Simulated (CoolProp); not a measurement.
p-xylene along the isotherm 346.85 °C: density (kg/m³) from the reference equation and from simpler models built on Tc = 343.0 °C, pc = 3.532 MPa, ω = 0.324; each cubic takes its own stable root.

Computed with CoolProp (reference Helmholtz-energy equation of state, Zhou 2012).

| p (MPa) | phase | reference | ideal gas | van der Waals | Redlich-Kwong |
|---|---|---|---|---|---|
| 1.61 | gas | 40.79 | 33.16 | 39.13 | 40.01 |
| 3.21 | gas | 124.1 | 66.11 | 109.9 | 116.5 |
| 4.82 | supercritical | 448.6 | 99.27 | 299.5 | 355.8 |
| 6.42 | supercritical | 489.1 | 132.2 | 329.9 | 400.8 |
| 8.03 | supercritical | 512.9 | 165.4 | 348.6 | 429.0 |
| 9.63 | supercritical | 530.1 | 198.3 | 362.2 | 449.9 |
| 11.2 | supercritical | 543.6 | 230.7 | 373.0 | 466.5 |
| 12.8 | supercritical | 555.1 | 263.6 | 382.1 | 480.8 |
| 14.4 | supercritical | 565.1 | 296.6 | 390.0 | 493.2 |
| 16.1 | supercritical | 574.5 | 331.6 | 397.2 | 504.8 |
| 17.7 | supercritical | 582.3 | 364.5 | 403.3 | 514.6 |
